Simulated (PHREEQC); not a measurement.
Solution (4.7 °C): 0.074 mol MnSO4, 0.00085 mol H3AsO4, 0.0028 mol HCl and 0.029 mol Na2SO4 per kg of water. Closed to the air; pH follows from the charge balance.

The numbers come from PHREEQC with the ion-association model, wateq4f.dat.

```json
[
 {"quantity": "pH", "before": "2.92", "after": "10.00"},
 {"quantity": "ionic strength (mol/kgw)", "before": "0.258", "after": "0.261"},
 {"quantity": "SO4-2 (mol/kgw)", "before": "0.0676", "after": "0.0686"},
 {"quantity": "Na+ (mol/kgw)", "before": "0.0536", "after": "0.0536"},
 {"quantity": "Mn+2 (mol/kgw)", "before": "0.0449", "after": "0.0443"},
 {"quantity": "MnSO4 (mol/kgw)", "before": "0.0290", "after": "0.0287"},
 {"quantity": "SI of Mirabilite (Na2SO4:10H2O)", "before": "-2.42", "after": "-2.42"},
 {"quantity": "SI of Halite (NaCl)", "before": "-5.67", "after": "-5.67"}
]
```

Question: Which change was made?
A. HCl replaced by CuCl2 at the same molality
B. 0.0023 mol/kgw NaCl added
C. 0.0027 mol/kgw Ca(OH)2 added
D. diluted 100-fold with water
E. diluted 10-fold with water

Answer: C, 0.0027 mol/kgw Ca(OH)2 added

No solid was allowed to form. Away from 25 °C the constants follow the database's enthalpies or fits; those with neither stay at their 25 °C values. The database has no arsenate complexes of Ca, Mn.
